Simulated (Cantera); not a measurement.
Input: 1 mol CO2, 1.3 mol H2, 42 mol N2, at 2423 K and 7.10 mbar.

Method: chemical equilibrium by Gibbs-energy minimisation in Cantera with the NASA 1993 tables (ideal gas, pure condensed phases). Candidate condensed phases: C, C6H6, C7H8, C8H18, H2O; 136 gas species. Rates play no part.

Base state: N2 0.930, H 0.0205, CO 0.0196, H2 0.00952, H2O 0.00749, O 0.00439, OH 0.00305, CO2 0.00258 (mole fractions); condensed: gas only.

**Question.** What changes in the equilibrium state with this change: temperature from 2423 K to 1498 K?

**Answer.** 
| species | before | after |
|---|---|---|
| N2 | 0.930 | 0.948 |
| CO | 0.0196 | 0.0156 |
| H2O | 0.00749 | 0.0156 |
| H | 0.0205 | 2.39e-5 |
| H2 | 0.00952 | 0.0137 |
| O | 0.00439 | 1.17e-9 |
| O2 | 0.00143 | <1e-9 |
| NO | 0.00179 | 7.24e-8 |
| OH | 0.00305 | 7.73e-7 |
| CO2 | 0.00258 | 0.00693 |

**Question.** What changes in the equilibrium state with this change: CO2 replaced by H2S?

**Answer.** 
| species | before | after |
|---|---|---|
| N2 | 0.930 | 0.912 |
| H | 0.0205 | 0.0370 |
| H2 | 0.00952 | 0.0309 |
| CO | 0.0196 | 0 |
| S | 0 | 0.0165 |
| H2O | 0.00749 | 0 |
| O | 0.00439 | 0 |
Further candidate phases: S.

**Question.** What changes in the equilibrium state with this change: temperature from 2423 K to 700 K?

**Answer.** 
| species | before | after |
|---|---|---|
| N2 | 0.930 | 0.948 |
| H2 | 0.00952 | 0.0230 |
| CO2 | 0.00258 | 0.0163 |
| H | 0.0205 | <1e-9 |
| CO | 0.0196 | 0.00631 |
| O | 0.00439 | <1e-9 |
| OH | 0.00305 | <1e-9 |
